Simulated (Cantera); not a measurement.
A closed system holds: 1 mol Si, 18 mol HCl, 1.8 mol H2, at 1.00 Pa.

Cantera equilibrium calculation (NASA polynomials, part measured and part estimated; ideal gas, pure solids and liquids). Candidate condensed phases: Si; 19 gas species. The tables' values for SiCl3 are old estimates; treat these amounts as uncertain. Kinetics and transport are ignored.

x: gas mole fraction; nothing condenses.

```
T (K)  x HCl   x H2  x SiCl4   x SiCl2  x SiCl3      x Cl
-----  -----  -----  -------  --------  -------  --------
998    0.746  0.201   0.0513  0.000625  0.00114   1.06e-6
1023   0.748  0.199   0.0497   0.00144  0.00184   2.02e-6
1048   0.750  0.197   0.0469       ___  0.00281       ___
1073   0.755  0.192   0.0426   0.00601  0.00400   6.90e-6
1098   0.761  0.186      ___       ___  0.00523       ___
1123   0.769  0.179   0.0295    0.0164  0.00623   2.18e-5
1148   0.778  0.170   0.0221    0.0229  0.00676   3.76e-5
1173   0.785  0.163   0.0155    0.0291  0.00677   6.34e-5
1198   0.792  0.157   0.0103    0.0345  0.00634  0.000104
1223   0.797  0.152  0.00657    0.0387  0.00565  0.000167
1248   0.800  0.149  0.00409    0.0418  0.00487  0.000262
```

Question: Some entries are withheld; supply them.

Answer: 
- 1098, x SiCl4: 0.0366
- 1098, x SiCl2: 0.0105
- 1098, x Cl: 1.24e-5
- 1048, x SiCl2: 0.00308
- 1048, x Cl: 3.78e-6
